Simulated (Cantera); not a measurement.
# Ignition delay

Mixture: 5.92 % CH4, 16.5 % O2, 77.6 % N2, at 13500 Torr, adiabatic and at constant pressure. Ignition delay is the time to a rise of 400 K.

Cantera simulation using GRI-Mech 3.0 (53 species, 325 reactions); the numbers are that mechanism's predictions, not measurements. The pressure lies above the range GRI-Mech 3.0 was tuned for (to about 10 atm).

```csv
T0 (K),delay (ms)
1023,33.0
1123,7.10
1223,2.00
1323,0.665
1423,0.246
1523,0.0985
1623,0.0424
1723,0.0196
1823,0.00979
```

```
Property                                                 Value
--------------------------------------------------  ----------
apparent activation energy between 1623 and 1823 K  180 kJ/mol
```
